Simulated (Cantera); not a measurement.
What does this Cantera script print?

```python
import numpy as np
import cantera as ct

gas_names = """
    AL ALCL ALCL2 ALCL3 ALH ALN AL2 AL2CL6 CL CL2 H HCL H2 N NH NH2 NH3 N2 N2H2 N2H4
""".split()
cond_names = """
    AL(cr) AL(L) ALCL3(s) ALCL3(L) ALN(s) NH4CL(a) NH4CL(b)
""".split()


def load(file, names, dense=False):
    # The tables refer to 1 bar. Condensed volumes are neglected.
    table = {s.name: s for s in ct.Species.list_from_file(file)}
    out = []
    for n in names:
        d = dict(table[n].input_data)
        d["thermo"] = dict(d["thermo"], **{"reference-pressure": 1e5})
        if dense:
            d["equation-of-state"] = {"model": "constant-volume", "density": "1e6 g/cm^3"}
        out.append(ct.Species.from_dict(d))
    return out


gas = ct.Solution(thermo="ideal-gas", species=load("nasa_gas.yaml", gas_names))
cond = {s.name: ct.Solution(thermo="fixed-stoichiometry", species=[s], name=s.name)
        for s in load("nasa_condensed.yaml", cond_names, dense=True)}
atoms = {
    'AlN': {'AL': 1, 'N': 1},
    'HCl': {'H': 1, 'CL': 1},
}
top_T = {'ALN(s)': 2750}  # K; cautious upper limits of use, not melting points


def equilibrate(T, P, feed):
    n = {}
    for name, mol in feed.items():
        for a, k in atoms[name].items():
            n[a] = n.get(a, 0.0) + k * mol
    gas.TPX = T, P, n
    mass = sum(n.values()) * gas.mean_molecular_weight
    gas.equilibrate("TP")
    valid = [c for c in cond.values() if c.min_temp <= T <= top_T.get(c.name, c.max_temp)]
    mix = ct.Mixture([(gas, mass / gas.mean_molecular_weight)] + [(c, 0.0) for c in valid])
    mix.T, mix.P = T, P
    mix.equilibrate("TP", solver="vcs", rtol=1e-11, max_steps=5000)
    return mix


results = []
feed = {'AlN': 1, 'HCl': 0.2}  # mol
P = 200000  # Pa
for T in [998, 1073, 1148, 1223, 1298, 1373, 1448, 1523, 1598, 1673]:
    mix = equilibrate(T, P, feed)
    results.append((T, P, feed, dict(zip(mix.species_names, mix.species_moles))))

top = {s: max(r[3][s] / sum(r[3][g] for g in gas_names) for r in results) for s in gas_names}
cols = sorted((s for s in top if top[s] > 0.0001), key=lambda s: -top[s])[:7]
seen = [c for c in cond_names if any(r[3].get(c, 0) > 1e-12 for r in results)]
print("log10 of partial pressures in bar; condensed amounts in mol")
print(f"{'T/K':>10s}" + "".join(f"{s[:9]:>10s}" for s in cols + seen))
for T, P, feed, n in results:
    ng = sum(n[g] for g in gas_names)
    print(f"{T:10.4g}" + "".join(f"{np.log10(max(n[s] / ng * P / 1e5, 1e-99)):10.3f}" for s in cols)
          + "".join(f"{n.get(c, 0):10.4g}" for c in seen))
```

It prints:

```
log10 of partial pressures in bar; condensed amounts in mol
       T/K        H2     ALCL3        N2       HCL    AL2CL6     ALCL2      ALCL    ALN(s)
       998    -0.059    -0.279    -0.536    -0.552    -1.548    -6.009    -9.595    0.9426
      1073    -0.061    -0.255    -0.538    -0.563    -1.920    -5.222    -8.308    0.9424
      1148    -0.061    -0.245    -0.538    -0.575    -2.259    -4.546    -7.197    0.9422
      1223    -0.060    -0.240    -0.537    -0.586    -2.562    -3.958    -6.225     0.942
      1298    -0.059    -0.237    -0.536    -0.595    -2.829    -3.440    -5.369    0.9418
      1373    -0.058    -0.235    -0.534    -0.604    -3.067    -2.981    -4.609    0.9416
      1448    -0.057    -0.235    -0.533    -0.612    -3.279    -2.571    -3.929    0.9414
      1523    -0.056    -0.236    -0.532    -0.620    -3.472    -2.204    -3.319    0.9411
      1598    -0.056    -0.240    -0.529    -0.628    -3.650    -1.875    -2.768    0.9407
      1673    -0.058    -0.249    -0.526    -0.637    -3.820    -1.579    -2.271    0.9398
```

Method: chemical equilibrium by Gibbs-energy minimisation in Cantera with the NASA 1993 tables (ideal gas, pure condensed phases). The tables' values for AlCl2 are old estimates; treat these amounts as uncertain.
